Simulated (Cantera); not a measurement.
Feed: 1 mol V₂O₃, 2800 mol H₂, 3 mol H₂O, held at 1025 K and 0.133 bar.

Method: chemical equilibrium by Gibbs-energy minimisation in Cantera with the NASA 1993 tables (ideal gas, pure condensed phases). Candidate condensed phases: H₂O, V, VO, V₂O₃, V₂O₄, V₂O₅; 12 gas species. Condensed phases not in the tables: the oxides between V₂O₃ and V₂O₅ other than VO₂. Equilibrium is a limit: real reactors are often held back by kinetics, nucleation or transport.

Question: What is the equilibrium state?

Answer: 
```json
{
 "x(H₂)": "0.999",
 "x(H₂O)": "0.00107",
 "n(V₂O₃(s))": "1.00 mol",
 "gas_amount": "2803 mol",
 "log10 activity of V(s) (absent)": "-5.28",
 "log10 activity of V₂O₅(l) (absent)": "-17.12"
}
```
